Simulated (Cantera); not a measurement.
An isothermal, constant-pressure homogeneous reactor starts with 13.2 % CH4, 86.8 % N2, at 1723 K and 0.0530 bar.

Cantera simulation using GRI-Mech 3.0 (53 species, 325 reactions); the numbers are that mechanism's predictions, not measurements. GRI-Mech 3.0 stops at C3 and has no aromatics, soot or wall deposition, so with more carbon than oxygen in the feed, carbon stays in small species such as C2H2 where larger ones or solid carbon would form.

Predict: x(CH4) at 20.0 s; x(C2H2) at 20.0 s; x(H2) at 20.0 s; x(HCN) at 20.0 s; x(C2H4) at 20.0 s.


| Property | Value |
|---|---|
| x(CH4) at 20.0 s | 0.000109 (gas-phase equilibrium 5.91e-5) |
| x(C2H2) at 20.0 s | 0.0581 (gas-phase equilibrium 0.0214) |
| x(H2) at 20.0 s | 0.174 (gas-phase equilibrium 0.174) |
| x(HCN) at 20.0 s | 1.39e-5 (gas-phase equilibrium 0.0733) |
| x(C2H4) at 20.0 s | 2.17e-5 (gas-phase equilibrium 8.01e-6) |
